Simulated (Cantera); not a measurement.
Input: 1 mol SiCl4, 63 mol H2, equilibrated at 1575 K and 1330 Pa.

Method: chemical equilibrium by Gibbs-energy minimisation in Cantera with the NASA 1993 tables (ideal gas, pure condensed phases). Candidate condensed phases: Si; 19 gas species. The tables' values for SiCl3 are old estimates; treat these amounts as uncertain. Rates play no part.

Base state: H2 0.946, HCl 0.0461, SiCl2 0.00761, H 0.000350, SiCl3 6.55e-5, Cl 1.35e-5 (mole fractions); condensed: Si(s).

**Question.** What changes in the equilibrium state with this change: H2 from 63 to 160 mol?

**Answer.** 
```
species       before     after
----------  --------  --------
H2             0.946     0.977
HCl           0.0461    0.0215
SiCl2        0.00761   0.00160
SiCl3        6.55e-5   6.31e-6
Cl           1.35e-5   6.21e-6
H           0.000350  0.000356
Si(s), mol     0.499     0.738
```

**Question.** What changes in the equilibrium state with this change: H2 from 63 to 1900 mol?

**Answer.** 
| species | before | after |
|---|---|---|
| H2 | 0.946 | 0.998 |
| HCl | 0.0461 | 0.00207 |
| H | 0.000350 | 0.000359 |
| SiCl2 | 0.00761 | 1.46e-5 |
| SiCl3 | 6.55e-5 | 5.51e-9 |
| Cl | 1.35e-5 | 5.93e-7 |
| Si(s), mol | 0.499 | 0.954 |

**Question.** What changes in the equilibrium state with this change: SiCl4 replaced by Si(CH3)4?

**Answer.** 
```
species             before     after
----------------  --------  --------
H2                   0.946     1.000
H                 0.000350  0.000360
CH4                      0   2.42e-5
HCl                 0.0461         0
SiCl2              0.00761         0
SiCl3              6.55e-5         0
C2H2 (acetylene)         0   2.11e-5
Cl                 1.35e-5         0
Si(s), mol           0.499         0
C(graphite), mol         0      3.00
SiC(s), mol              0     1.000
```
Further candidate phases: C, C6H6, C7H8, C8H18, SiC.
